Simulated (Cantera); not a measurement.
Source: NASA polynomial tables (part measured, part estimated), evaluated in Cantera. Values are per mole of reaction as written; species without (g) are pure solids or liquids, kept so even where they would boil at 1 bar.

O2(g) + N2(g) → 2 NO(g), with ΔH° = 182.5 kJ and ΔS° = 24.7 J/K at 300 K.

Task: How far is the shortcut ΔG° ≈ ΔH°(300 K) − T·ΔS°(300 K) from the full temperature-dependent value at 523, 573, 623, 673, 723, 773, 823, 873 K?

Result: 
| T (K) | shortcut (kJ) | full (kJ) | difference (kJ) | difference in log10 K |
|---|---|---|---|---|
| 523 | 169.6 | 169.5 | 0.1 | -0.01 |
| 573 | 168.4 | 168.3 | 0.1 | -0.01 |
| 623 | 167.1 | 167.0 | 0.1 | -0.01 |
| 673 | 165.9 | 165.8 | 0.1 | -0.01 |
| 723 | 164.6 | 164.5 | 0.1 | -0.01 |
| 773 | 163.4 | 163.3 | 0.2 | -0.01 |
| 823 | 162.2 | 162.0 | 0.2 | -0.01 |
| 873 | 160.9 | 160.7 | 0.2 | -0.01 |
The shortcut ignores the heat-capacity change of the reaction.
